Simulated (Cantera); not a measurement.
**Adiabatic ignition**

An adiabatic, constant-volume homogeneous reactor starts with 9.89 % H₂, 11.0 % O₂, 79.1 % N₂, at 1125 K and 8.19 atm.

Model: GRI-Mech 3.0 (53 species, 325 reactions), integrated in Cantera. The hydrogen kinetics of GRI-Mech 3.0 are dated; newer H2 mechanisms differ, most at raised pressure.

```csv
t (s),T (K),P (bar),x H₂,x O₂,x NO,x O,x N₂O
1.00e-6,1125,8.30,0.0989,0.110,<1e-12,1.36e-10,<1e-12
3.51e-6,1125,8.30,0.0989,0.110,<1e-12,2.63e-10,<1e-12
1.23e-5,1125,8.30,0.0989,0.110,<1e-12,3.08e-10,<1e-12
4.33e-5,1125,8.30,0.0989,0.110,<1e-12,4.27e-10,<1e-12
0.000152,1125,8.30,0.0989,0.110,<1e-12,1.41e-9,2.83e-12
0.000534,1126,8.31,0.0988,0.110,<1e-12,8.83e-8,1.92e-10
0.00187,2023,14.2,3.78e-5,0.0632,1.90e-5,5.37e-5,9.88e-7
0.00658,2023,14.2,3.78e-5,0.0632,5.30e-5,5.36e-5,9.87e-7
0.0231,2023,14.2,3.77e-5,0.0631,0.000171,5.35e-5,9.86e-7
0.0811,2022,14.2,3.75e-5,0.0629,0.000569,5.29e-5,9.81e-7
0.285,2018,14.2,3.67e-5,0.0624,0.00174,5.13e-5,9.69e-7
1.00,2012,14.1,3.55e-5,0.0614,0.00371,4.88e-5,9.52e-7
```
x: mole fraction; the columns are a selection and need not sum to one.

The time of steepest temperature rise comes out as 0.806 ms, the temperature at 1.00 s comes out as 2012 K and the equilibrium temperature is 2010 K. The x(H₂) at 1.00 s is 3.55e-5 (gas-phase equilibrium 3.50e-5). The x(O₂) at 1.00 s comes out as 0.0614 (gas-phase equilibrium 0.0610). The x(NO) at 1.00 s comes out as 0.00371 (gas-phase equilibrium 0.00438).
